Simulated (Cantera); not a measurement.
Input: 1 mol CH2F2, 0.54 mol HCl, 7.7 mol H2, held at 2498.15 K and 0.200 bar.

These are equilibrium values from Cantera (NASA tables, ideal gas, pure condensed phases), not measurements of a reactor. Candidate condensed phases: C, C6H6, C7H8, C8H18; 118 gas species. Kinetics and transport are ignored.

Base state: H2 0.704, HF 0.190, HCl 0.0491, H 0.0468, C2H2 (acetylene) 0.00755, Cl 0.00231, C2H 3.59e-5, C4H2 3.35e-5 (mole fractions); condensed: C(graphite).

### Question
What changes in the equilibrium state with this change: CH2F2 replaced by c-C4F8?

### Answer
```csv
species,before,after
HF,0.190,0.643
H2,0.704,0.281
HCl,0.0491,0.0404
H,0.0468,0.0296
CH4,1.49e-5,2.38e-6
F,2.63e-5,0.000141
"C(graphite), mol",0.838,3.92
```
The feed counts by its element totals alone.
